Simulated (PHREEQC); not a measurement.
A solution holds 0.23 mol/kgw KHSO4, 0.047 mol/kgw NaOH and 0.00017 mol/kgw NiSO4, at 50 °C. Closed to the air; pH follows from the charge balance.

Equilibrium calculation in PHREEQC: ion-association model, wateq4f.dat.

No solid was allowed to form.

Problem. Order these S species by the share of S that they hold, largest first: SO4-2, NaSO4-, KSO4-, HSO4-.

Solution. HSO4- (59 %), SO4-2 (28 %), KSO4- (12 %), NaSO4- (1.6 %)

The pH is 1.43 and the ionic strength 0.357 mol/kgw. Away from 25 °C the constants follow the database's enthalpies or fits; those with neither stay at their 25 °C values.
